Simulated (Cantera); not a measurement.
Thermodynamics of hydrogen reduction and annealing atmospheres, feed Nb2O5 + H2 + H2O

Input: 1 mol Nb2O5, 2300 mol H2, 0.66 mol H2O, held at 2330 Torr.

Method: chemical equilibrium by Gibbs-energy minimisation in Cantera with the NASA 1993 tables (ideal gas, pure condensed phases). Candidate condensed phases: H2O, Nb, NbO, NbO2, Nb2O5; 12 gas species. Mutual solubility and eutectic melting of coexisting phases are not modelled. NbO: taken at fixed stoichiometry. Condensed phases not in the tables: the oxides between NbO2 and Nb2O5. Rates play no part.

From 775 °C to 1075 °C the condensed part is NbO2(s). From 1125 °C to 1225 °C the condensed part is NbO(s) + NbO2(s).

| T (°C) | log p H2 | log p H2O | log p H | n NbO2(s) | n NbO(s) |
|---|---|---|---|---|---|
| 775 | 0.49 | -2.65 | -7.87 | 2.00 | 0 |
| 825 | 0.49 | -2.65 | -7.36 | 2.00 | 0 |
| 875 | 0.49 | -2.65 | -6.90 | 2.00 | 0 |
| 925 | 0.49 | -2.65 | -6.48 | 2.00 | 0 |
| 975 | 0.49 | -2.65 | -6.09 | 2.00 | 0 |
| 1025 | 0.49 | -2.65 | -5.72 | 2.00 | 0 |
| 1075 | 0.49 | -2.65 | -5.39 | 2.00 | 0 |
| 1125 | 0.49 | -2.61 | -5.08 | 1.85 | 0.145 |
| 1175 | 0.49 | -2.47 | -4.79 | 1.17 | 0.830 |
| 1225 | 0.49 | -2.34 | -4.52 | 0.305 | 1.70 |
log p: log10 of the partial pressure in bar; n: condensed amount in mol.
